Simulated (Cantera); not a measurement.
**Gas-phase reforming**

An isothermal, constant-pressure homogeneous reactor starts with CH₄ : CO₂ : H₂ = 1 : 3.1 : 0.08 (molar parts), at 1375 K and 750 Torr.

Cantera simulation using GRI-Mech 3.0 (53 species, 325 reactions); the numbers are that mechanism's predictions, not measurements.

| t (s) | x CH₄ | x CO₂ | x H₂ | x H₂O₂ | x O₂ | x HCO | x HO₂ |
|---|---|---|---|---|---|---|---|
| 5.00e-5 | 0.239 | 0.742 | 0.0191 | <1e-12 | <1e-12 | <1e-12 | <1e-12 |
| 0.000147 | 0.239 | 0.742 | 0.0191 | <1e-12 | <1e-12 | <1e-12 | <1e-12 |
| 0.000431 | 0.239 | 0.742 | 0.0191 | <1e-12 | <1e-12 | <1e-12 | <1e-12 |
| 0.00127 | 0.239 | 0.742 | 0.0191 | <1e-12 | <1e-12 | <1e-12 | <1e-12 |
| 0.00372 | 0.239 | 0.742 | 0.0192 | <1e-12 | <1e-12 | <1e-12 | <1e-12 |
| 0.0109 | 0.239 | 0.742 | 0.0192 | <1e-12 | <1e-12 | 2.86e-12 | <1e-12 |
| 0.0321 | 0.239 | 0.741 | 0.0193 | <1e-12 | <1e-12 | 1.09e-11 | <1e-12 |
| 0.0941 | 0.237 | 0.740 | 0.0197 | <1e-12 | <1e-12 | 2.21e-11 | <1e-12 |
| 0.276 | 0.233 | 0.736 | 0.0218 | <1e-12 | <1e-12 | 2.53e-11 | <1e-12 |
| 0.812 | 0.222 | 0.722 | 0.0282 | <1e-12 | <1e-12 | 2.86e-11 | <1e-12 |
| 2.38 | 0.193 | 0.679 | 0.0373 | <1e-12 | <1e-12 | 4.93e-11 | <1e-12 |
| 7.00 | 0.131 | 0.569 | 0.0402 | <1e-12 | <1e-12 | 1.31e-10 | <1e-12 |
x: mole fraction; the columns are a selection and need not sum to one.

Equilibrium at this temperature and pressure: CH₄ 4.44e-7, CO₂ 0.188, H₂ 0.185, H₂O₂ <1e-12, O₂ <1e-12, HCO 1.96e-9, HO₂ <1e-12 (gas phase only).
